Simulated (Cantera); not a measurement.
What does this Cantera script print?

```python
import numpy as np
import cantera as ct

gas_names = """
    N NO NO2 NO3 N2 N2O O O2 O3 Si SiN SiO SiO2 Si2 Si2N Si3
""".split()
cond_names = """
    Si(cr) Si(L) SiO2(Lqz) SiO2(hqz) SiO2(L) Si2N2O(s) Si3N4(a)
""".split()


# ... load() reads the species with a 1 bar reference pressure and builds the phases ...
atoms = {
    'Si': {'Si': 1},
    'N2O': {'N': 2, 'O': 1},
    'N2': {'N': 2},
}
top_T = {'Si2N2O(s)': 2100, 'Si3N4(a)': 2400}  # K; cautious upper limits of use, not melting points


# ... equilibrate(T, P, feed) seeds the gas with the atoms and calls Mixture.equilibrate('TP', solver="vcs", rtol=1e-11, max_steps=5000) ...
results = []
feed = {'Si': 1, 'N2O': 0.27, 'N2': 75}  # mol
P = 1.2  # Pa
for T in [1023, 1123, 1223, 1323, 1423, 1523, 1623, 1723, 1823, 1923, 2023, 2123, 2223]:
    mix = equilibrate(T, P, feed)
    results.append((T, P, feed, dict(zip(mix.species_names, mix.species_moles))))

top = {s: max(r[3][s] / sum(r[3][g] for g in gas_names) for r in results) for s in gas_names}
cols = sorted((s for s in top if top[s] > 0.001), key=lambda s: -top[s])[:8]
seen = [c for c in cond_names if any(r[3].get(c, 0) > 1e-12 for r in results)]
print("log10 of partial pressures in bar; condensed amounts in mol")
print(f"{'T/K':>10s}" + "".join(f"{s[:9]:>10s}" for s in cols + seen))
for T, P, feed, n in results:
    ng = sum(n[g] for g in gas_names)
    print(f"{T:10.4g}" + "".join(f"{np.log10(max(n[s] / ng * P / 1e5, 1e-99)):10.3f}" for s in cols)
          + "".join(f"{n.get(c, 0):10.4g}" for c in seen))
```

Output:

```
log10 of partial pressures in bar; condensed amounts in mol
       T/K        N2        Si       SiO    Si(cr) Si2N2O(s)  Si3N4(a)
      1023    -4.921   -18.844   -15.322         0      0.27    0.1533
      1123    -4.921   -15.681   -12.660         0      0.27    0.1533
      1223    -4.921   -13.039   -10.440         0    0.2698    0.1534
      1323    -4.921   -10.801    -8.562         0    0.2529     0.159
      1423    -4.922    -8.880    -7.365         0         0    0.2405
      1523    -4.923    -7.744    -7.368     0.614         0         0
      1623    -4.927    -6.946    -7.372         0         0         0
      1723    -4.927    -6.942    -7.372         0         0         0
      1823    -4.927    -6.941    -7.372         0         0         0
      1923    -4.927    -6.940    -7.372         0         0         0
      2023    -4.927    -6.940    -7.372         0         0         0
      2123    -4.927    -6.940    -7.372         0         0         0
      2223    -4.927    -6.940    -7.372         0         0         0
```

Cantera equilibrium calculation (NASA polynomials, part measured and part estimated; ideal gas, pure solids and liquids). Mutual solubility and eutectic melting of coexisting phases are not modelled. The tables' values for SiN are old estimates; treat these amounts as uncertain.
